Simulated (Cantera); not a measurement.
A freely propagating, adiabatic, planar premixed flame of 23.2 % H₂, 16.1 % O₂, 60.6 % N₂, equivalence ratio 0.72, unburnt at 450 K and 1.68 atm; unity-Lewis-number transport, grid criteria slope 0.08 and curve 0.16, no radiation.

Detailed kinetics in Cantera: the H2/O2 subset of GRI-Mech 3.0, which has no nitrogen chemistry. Unity Lewis numbers drop preferential diffusion, which matters most where H2 and H carry the flame. Burning velocities carry a grid error of a few per cent, more on coarse grids.

**Question.** Predict: laminar burning velocity; thermal thickness; peak x(H); peak x(OH); peak x(HO₂); peak x(H₂O₂).

**Answer.** 
```json
{
 "laminar_burning_velocity": "242 cm/s",
 "thermal_thickness": "0.156 mm",
 "peak x(H)": "0.0285",
 "peak x(OH)": "0.0137",
 "peak x(HO₂)": "0.000395",
 "peak x(H₂O₂)": "2.64e-5"
}
```
